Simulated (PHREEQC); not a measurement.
Consider water at 25 °C with 14 mmol/kgw HF, 7.8 mmol/kgw NH4HF2 and 0.0094 mmol/kgw H4SiO4. Closed to the air; pH follows from the charge balance.

All values are PHREEQC results (ion-association model, phreeqc.dat), not measurements.

Each row changes one thing in this solution. No solid was allowed to form.

```csv
case,pH,ionic strength (mol/kgw),HF (mol/kgw),F- (mol/kgw),HF2- (mol/kgw),NH3 (mol/kgw),SI of Quartz (SiO2)
as made,2.79,0.00957,0.0193,0.00889,0.000660,2.47e-9,-7.65
diluted 100-fold with water,3.80,0.000240,5.62e-5,0.000240,5.17e-8,2.75e-10,-3.05
H4SiO4 replaced by H2SiF6 at the same molality,2.79,0.00958,0.0194,0.00889,0.000661,2.47e-9,-7.66
temperature from 25 to 45 °C,2.92,0.00912,0.0197,0.00839,0.000708,1.24e-8,-6.52
HF from 0.014 to 0.028 mol/kgw,2.60,0.0106,0.0319,0.00940,0.00115,1.57e-9,-8.57
temperature from 25 to 70 °C,3.10,0.00868,0.0202,0.00794,0.000702,7.84e-8,-5.13
HF replaced by KHF2 at the same molality,3.14,0.0226,0.0194,0.0210,0.00156,5.26e-9,-8.44
```

Away from 25 °C the constants follow the database's enthalpies or fits; those with neither stay at their 25 °C values. SiF6-2 is the database's only silicon fluoride.
